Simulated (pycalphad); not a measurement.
Computed with pycalphad from the COST 507 light-alloy database (1999), at 1 atm. The database dates from 1999; later assessments differ in places, in temperatures and in the compounds included. Diffusion is slow at the low end, where real alloys seldom reach equilibrium.

**Ti-26.4C (at.%): equilibrium cooling sequence**

```tsv
T (°C)	phases above	phases below
2843.9	liquid	fcc + liquid
1650 ± 3	fcc + liquid	bcc + fcc
916.8	bcc + fcc	fcc + hcp
```

Changes were sought between steps of 75 K, so a narrower field can be missed.

The fcc model also describes the rock-salt carbide or nitride (TiC, TiN, HfC).
